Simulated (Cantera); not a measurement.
# Thermodynamics of metals in furnace atmospheres, feed Al + O2 + H2

Input: 1 mol Al, 0.0011 mol O2, 11 mol H2, at 13300 Pa.

Equilibrium computed with Cantera from the NASA thermochemical tables; the gas is ideal and each condensed phase is pure. Candidate condensed phases: Al, Al2O3, H2O; 19 gas species. Mutual solubility and eutectic melting of coexisting phases are not modelled. The numbers say what is thermodynamically allowed, not how fast it happens.

From 350 °C to 650 °C the condensed part is Al(s) + Al2O3(s). From 800 °C to 1250 °C the condensed part is Al(l) + Al2O3(s). At 1400 °C the condensed part is Al(l).

| T (°C) | x H2 | x Al | x H | x AlH | x Al2O | x Al2 | x AlOH | n Al(s) | n Al2O3(s) | n Al(l) |
|---|---|---|---|---|---|---|---|---|---|---|
| 350 | 1.00 | <1e-12 | <1e-12 | <1e-12 | <1e-12 | <1e-12 | <1e-12 | 0.999 | 0.000733 | 0 |
| 500 | 1.00 | <1e-12 | 2.49e-12 | <1e-12 | <1e-12 | <1e-12 | <1e-12 | 0.999 | 0.000733 | 0 |
| 650 | 1.00 | 1.60e-11 | 6.70e-10 | 2.71e-10 | <1e-12 | <1e-12 | <1e-12 | 0.999 | 0.000733 | 0 |
| 800 | 1.00 | 4.92e-9 | 3.84e-8 | 2.21e-8 | 3.72e-10 | <1e-12 | <1e-12 | 0 | 0.000733 | 0.999 |
| 950 | 1.000 | 3.58e-7 | 8.23e-7 | 5.93e-7 | 7.25e-8 | 3.84e-12 | 1.21e-10 | 0 | 0.000733 | 0.999 |
| 1100 | 1.000 | 1.00e-5 | 9.12e-6 | 7.59e-6 | 4.29e-6 | 4.73e-10 | 5.61e-9 | 0 | 0.000718 | 0.998 |
| 1250 | 1.000 | 0.000144 | 6.33e-5 | 5.80e-5 | 0.000110 | 2.19e-8 | 1.19e-7 | 0 | 0.000329 | 0.995 |
| 1400 | 0.998 | 0.00126 | 0.000312 | 0.000304 | 0.000199 | 4.97e-7 | 1.87e-7 | 0 | 0 | 0.978 |
x: gas mole fraction; n: condensed amount in mol.
